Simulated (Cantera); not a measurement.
A closed system holds: 1 mol SiH4, 1.6 mol NH3, 58 mol N2, held at 1.50 mbar.

Equilibrium computed with Cantera from the NASA thermochemical tables; the gas is ideal and each condensed phase is pure. Candidate condensed phases: Si, Si3N4; 18 gas species. The tables' values for SiN are old estimates; treat these amounts as uncertain. Rates play no part.

x: gas mole fraction; n: condensed amount in mol.

```tsv
T (K)	x N2	x H2	x H	x Si	x Si2N	x SiN	x SiH	n Si3N4(s)	n Si(l)
1098	0.930	0.0704	1.69e-7	<1e-12	<1e-12	<1e-12	<1e-12	0.333	0
1198	0.930	0.0704	1.30e-6	<1e-12	<1e-12	<1e-12	<1e-12	0.333	0
1298	0.930	0.0704	7.34e-6	1.32e-10	<1e-12	1.71e-11	…	0.333	0
1398	0.930	0.0703	3.24e-5	1.29e-8	3.24e-11	9.90e-10	…	0.333	0
1498	0.930	0.0703	0.000118	6.84e-7	5.07e-9	3.31e-8	…	0.333	0
1598	0.929	0.0702	0.000364	2.18e-5	4.15e-7	7.08e-7	…	0.333	0
1698	0.929	0.0691	0.000981	0.000438	1.80e-5	9.97e-6	…	0	0.969
1798	0.927	0.0682	0.00237	0.00206	5.51e-5	3.42e-5	…	0	0.857
1898	0.920	0.0662	0.00519	0.00819	0.000148	0.000102	…	0	0.435
1998	0.911	0.0630	0.0104	0.0149	9.92e-5	0.000144	…	0	0
2098	0.907	0.0583	0.0192	0.0151	2.43e-5	0.000116	…	0	0
```

Question: Complete the blanks.

Answer: 
- 1298, x SiH: 1.13e-11
- 1398, x SiH: 6.70e-10
- 1498, x SiH: 2.27e-8
- 1598, x SiH: 4.92e-7
- 1698, x SiH: 6.94e-6
- 1798, x SiH: 2.39e-5
- 1898, x SiH: 7.12e-5
- 1998, x SiH: 9.85e-5
- 2098, x SiH: 7.70e-5
